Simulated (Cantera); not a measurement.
Thermodynamics of fluorocarbon and chlorocarbon gases, feed CHF3 + CH4 + H2

Input: 1 mol CHF3, 1 mol CH4, 0.22 mol H2, equilibrated at 327 °C and 840 Pa.

These are equilibrium values from Cantera (NASA tables, ideal gas, pure condensed phases), not measurements of a reactor. Candidate condensed phases: C, C6H6, C7H8, C8H18; 95 gas species. Rates play no part.

x(HF): 0.739
x(H2): 0.222
x(CH4): 0.0391
x(H2F2): 1.94e-6
n(C(graphite)): 1.84 mol
gas amount: 4.061 mol
